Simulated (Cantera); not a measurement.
Input: 1 mol SiHCl3, a varied amount of NH3, at 2000 K and 2300 Pa.

Equilibrium computed with Cantera from the NASA thermochemical tables; the gas is ideal and each condensed phase is pure. Candidate condensed phases: NH4Cl, Si, Si3N4; 28 gas species. Gases not in the tables: Si2H6 and higher silanes. Kinetics and transport are ignored.

Which condensed phases are stable at each of these points (n(NH3) (mol)): 1.1, 1.7, 2.3, 2.8, 3.4, 4, 4.5, 5.1, 5.7?


```json
[
 {"n(NH3) (mol)": "1.1", "condensed phases": "gas only", "Si condensed (%)": "0.0"},
 {"n(NH3) (mol)": "1.7", "condensed phases": "gas only", "Si condensed (%)": "0.0"},
 {"n(NH3) (mol)": "2.3", "condensed phases": "Si(l)", "Si condensed (%)": "5.3"},
 {"n(NH3) (mol)": "2.8", "condensed phases": "Si(l)", "Si condensed (%)": "9.3"},
 {"n(NH3) (mol)": "3.4", "condensed phases": "Si(l)", "Si condensed (%)": "13.3"},
 {"n(NH3) (mol)": "4", "condensed phases": "Si(l)", "Si condensed (%)": "16.8"},
 {"n(NH3) (mol)": "4.5", "condensed phases": "Si(l)", "Si condensed (%)": "19.4"},
 {"n(NH3) (mol)": "5.1", "condensed phases": "Si(l)", "Si condensed (%)": "22.2"},
 {"n(NH3) (mol)": "5.7", "condensed phases": "Si(l)", "Si condensed (%)": "24.6"}
]
```

From 1.1 mol NH3 to 1.7 mol NH3 nothing is condensed. From 2.3 mol NH3 to 5.7 mol NH3 the condensed part is Si(l).
